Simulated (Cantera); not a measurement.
Mixture: H2 : O2 : N2 : H2O = 1 : 0.455 : 1.68 : 0.067 (molar parts), at 43000 Pa, adiabatic and at constant pressure. Ignition delay is the time to a rise of 400 K.

Computed with Cantera and GRI-Mech 3.0 (53 species, 325 reactions). Below about 950 K walls govern HO2 and H2O2 in real vessels. Where the delays flatten at high temperature, the 400 K rule measures the pace of heat release, not the induction time.

### Question
Predict: delay at 850 K; delay at 1000 K; delay at 1150 K; delay at 1300 K; delay at 1450 K.

### Answer
| Quantity | Value |
|---|---|
| delay at 850 K | 1.76 s |
| delay at 1000 K | 0.454 ms |
| delay at 1150 K | 0.147 ms |
| delay at 1300 K | 81.1 µs |
| delay at 1450 K | 61.7 µs |
